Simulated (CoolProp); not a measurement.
Vapour-liquid equilibrium of carbon dioxide (1) + n-butane (2) at 263.1 K; x and y are mole fractions of (1).

The numbers come from the multi-fluid Helmholtz-energy mixture model, Span 1996 and Bücker 2006; pair parameters Kunz 2012 in CoolProp.

Question: Give the bubble pressure and the first vapour's composition at x = 0.5, 0.8, 0.95. Is there an azeotrope?

Answer: x = 0.5: 17.04 bar, y = 0.959; x = 0.8: 21.78 bar, y = 0.976; x = 0.95: 25.04 bar, y = 0.991. No azeotrope shows between x = 0.05 and 0.95.

The pair parameters rest on a limited set of measurements; away from them the model extrapolates. The gap from Raoult's law changes sign with composition, which may be real or a fault of the pair parameters; it wasn't checked against measurements. With so large a gap from Raoult's law the liquid may split in two, which this calculation doesn't test in full.
